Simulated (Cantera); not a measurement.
Charge: 1 mol Si3N4, 1.3 mol CO2, 4.7 mol H2, at 627 °C and 1.00 bar.

Method: chemical equilibrium by Gibbs-energy minimisation in Cantera with the NASA 1993 tables (ideal gas, pure condensed phases). Candidate condensed phases: C, C6H6, C7H8, C8H18, H2O, Si, SiC, SiO2, Si2N2O, Si3N4; 151 gas species. Kinetics and transport are ignored.

Base state: H2 0.678, N2 0.178, CH4 0.144, NH3 0.000285, H2O 3.24e-5, CO 1.97e-5 (mole fractions); condensed: C(graphite) + SiO2(β-quartz) + Si2N2O(s).

Question: What changes in the equilibrium state with this change: Si3N4 replaced by Si?

Answer: 
| species | before | after |
|---|---|---|
| H2 | 0.678 | 0.712 |
| CH4 | 0.144 | 0.158 |
| H2O | 3.24e-5 | 0.0757 |
| N2 | 0.178 | 0 |
| CO | 1.97e-5 | 0.0438 |
| CO2 | 2.16e-9 | 0.0107 |
| NH3 | 0.000285 | 0 |
| C(graphite), mol | 0.601 | 0.395 |
| SiO2(β-quartz), mol | 0.733 | 1.00 |
| Si2N2O(s), mol | 1.13 | 0 |
